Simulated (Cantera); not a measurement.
# Adiabatic ignition

An adiabatic, constant-volume homogeneous reactor starts with 2.60 % CH4, 0.0599 % C2H6, 2.13 % C3H8, 20.0 % O2, 75.2 % N2, at 1175 K and 1.78 atm.

Model: GRI-Mech 3.0 (53 species, 325 reactions), integrated in Cantera. GRI-Mech 3.0 was tuned for natural gas; its chemistry of propane as a main component is partial and can be far from experiment.

| t (s) | T (K) | P (bar) | x CH4 | x C2H6 | x C3H8 | x H2 | x O | x CH2O | x C2H2 |
|---|---|---|---|---|---|---|---|---|---|
| 5.00e-6 | 1175 | 1.80 | 0.0260 | 0.000599 | 0.0213 | 1.85e-8 | 4.89e-10 | 1.41e-9 | <1e-12 |
| 1.89e-5 | 1175 | 1.80 | 0.0260 | 0.000599 | 0.0213 | 1.01e-7 | 6.53e-10 | 2.59e-8 | <1e-12 |
| 7.15e-5 | 1175 | 1.80 | 0.0260 | 0.000599 | 0.0213 | 5.77e-7 | 1.57e-9 | 6.20e-7 | 6.05e-12 |
| 0.000271 | 1175 | 1.80 | 0.0260 | 0.000603 | 0.0213 | 7.64e-6 | 6.47e-9 | 1.62e-5 | 6.33e-10 |
| 0.00102 | 1175 | 1.80 | 0.0260 | 0.000659 | 0.0210 | 5.27e-5 | 8.10e-9 | 0.000118 | 2.70e-8 |
| 0.00387 | 1179 | 1.81 | 0.0260 | 0.000919 | 0.0197 | 0.000323 | 1.64e-8 | 0.000599 | 7.01e-7 |
| 0.0147 | 2781 | 4.45 | <1e-12 | <1e-12 | <1e-12 | 0.00581 | 0.00470 | 2.31e-10 | <1e-12 |
| 0.0554 | 2781 | 4.45 | <1e-12 | <1e-12 | <1e-12 | 0.00581 | 0.00470 | 2.31e-10 | <1e-12 |
| 0.210 | 2781 | 4.45 | <1e-12 | <1e-12 | <1e-12 | 0.00581 | 0.00470 | 2.31e-10 | <1e-12 |
| 0.793 | 2781 | 4.45 | <1e-12 | <1e-12 | <1e-12 | 0.00581 | 0.00470 | 2.31e-10 | <1e-12 |
| 3.00 | 2781 | 4.45 | <1e-12 | <1e-12 | <1e-12 | 0.00581 | 0.00470 | 2.31e-10 | <1e-12 |
x: mole fraction; the columns are a selection and need not sum to one.

```
Item                                                               Value
---------------------------------  -------------------------------------
time of steepest temperature rise                                8.08 ms
temperature at 3.00 s                                             2781 K
equilibrium temperature                                           2781 K
x(CH4) at 3.00 s                   <1e-12 (gas-phase equilibrium <1e-12)
x(C2H6) at 3.00 s                  <1e-12 (gas-phase equilibrium <1e-12)
x(C3H8) at 3.00 s                  <1e-12 (gas-phase equilibrium <1e-12)
```
